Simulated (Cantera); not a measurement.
A perfectly stirred reactor is fed with 79.4 % NH3, 20.6 % N2, at 825 Torr; it is held at 1850 K, and followed from long to short residence time.

Cantera simulation using the gas-phase N/H chemistry of the illustrative SiF4/NH3 mechanism in the Surface Chemkin manual (1991); the numbers are that mechanism's predictions, not measurements. Walls and surfaces, which speed up NH3 decomposition in real reactors, are not modelled.

Task: Predict: x(NH3) at τ = 4.10 s; x(N2) at τ = 4.10 s; x(H) at τ = 4.10 s; x(H2) at τ = 4.10 s; x(N2H2) at τ = 4.10 s; x(NH3) at τ = 74.0 ms; x(N2) at τ = 74.0 ms; x(H) at τ = 74.0 ms; x(H2) at τ = 74.0 ms; x(N2H2) at τ = 74.0 ms.

Result: 
```json
{
 "x(NH3) at τ = 4.10 s": "0.0505",
 "x(N2) at τ = 4.10 s": "0.328",
 "x(H) at τ = 4.10 s": "0.000293",
 "x(H2) at τ = 4.10 s": "0.621",
 "x(N2H2) at τ = 4.10 s": "4.92e-8",
 "x(NH3) at τ = 74.0 ms": "0.524",
 "x(N2) at τ = 74.0 ms": "0.250",
 "x(H) at τ = 74.0 ms": "5.78e-5",
 "x(H2) at τ = 74.0 ms": "0.225",
 "x(N2H2) at τ = 74.0 ms": "1.43e-6"
}
```
